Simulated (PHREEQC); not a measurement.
1 kg of water holding 0.035 mol/kgw MgBr2, 0.0082 mol/kgw NaBr, 0.0033 mol/kgw KCl, 0.001 mol/kgw CaSO4 and 0.35 mol/kgw NaCl is evaporated at 15 °C; the solids stay in contact with the brine. CO2 from the air is kept out. Solids allowed: Arcanite, Bischofite, Bloedite, Brucite, Carnallite, Epsomite, Glaserite, Glauberite, Gypsum, Anhydrite, Halite, Hexahydrite, Kainite, Kieserite, Leonite, Mirabilite, Misenite, Polyhalite, Portlandite, Schoenite, Sylvite, Syngenite, Thenardite, MgCl2_4H2O. Others were left out.

Model: Pitzer model, pitzer.dat, run in PHREEQC.

```json
[
 {"water left (kg)": "1", "ionic strength": "0.470", "water activity": "0.986", "Halite (mol)": "0", "Gypsum (mol)": "0", "K in solution (mol/kgw)": "0.00330", "Br in solution (mol/kgw)": "0.0782"},
 {"water left (kg)": "0.6755", "ionic strength": "0.697", "water activity": "0.980", "Halite (mol)": "0", "Gypsum (mol)": "0", "K in solution (mol/kgw)": "0.00489", "Br in solution (mol/kgw)": "0.116"},
 {"water left (kg)": "0.375", "ionic strength": "1.25", "water activity": "0.963", "Halite (mol)": "0", "Gypsum (mol)": "0", "K in solution (mol/kgw)": "0.00880", "Br in solution (mol/kgw)": "0.209"},
 {"water left (kg)": "0.2082", "ionic strength": "2.26", "water activity": "0.930", "Halite (mol)": "0", "Gypsum (mol)": "0", "K in solution (mol/kgw)": "0.0158", "Br in solution (mol/kgw)": "0.376"},
 {"water left (kg)": "0.1407", "ionic strength": "3.35", "water activity": "0.890", "Halite (mol)": "0", "Gypsum (mol)": "0", "K in solution (mol/kgw)": "0.0235", "Br in solution (mol/kgw)": "0.556"},
 {"water left (kg)": "0.09502", "ionic strength": "4.95", "water activity": "0.824", "Halite (mol)": "0", "Gypsum (mol)": "0", "K in solution (mol/kgw)": "0.0347", "Br in solution (mol/kgw)": "0.823"},
 {"water left (kg)": "0.05275", "ionic strength": "7.24", "water activity": "0.719", "Halite (mol)": "0.0886", "Gypsum (mol)": "0", "K in solution (mol/kgw)": "0.0626", "Br in solution (mol/kgw)": "1.48"},
 {"water left (kg)": "0.0293", "ionic strength": "8.19", "water activity": "0.684", "Halite (mol)": "0.230", "Gypsum (mol)": "3.41e-5", "K in solution (mol/kgw)": "0.113", "Br in solution (mol/kgw)": "2.67"},
 {"water left (kg)": "0.01977", "ionic strength": "9.21", "water activity": "0.640", "Halite (mol)": "0.287", "Gypsum (mol)": "0.000447", "K in solution (mol/kgw)": "0.167", "Br in solution (mol/kgw)": "3.96"}
]
```

Halite from water left = 0.06418 kg; Gypsum from water left = 0.0293 kg.

Species that the database lacks are ignored.
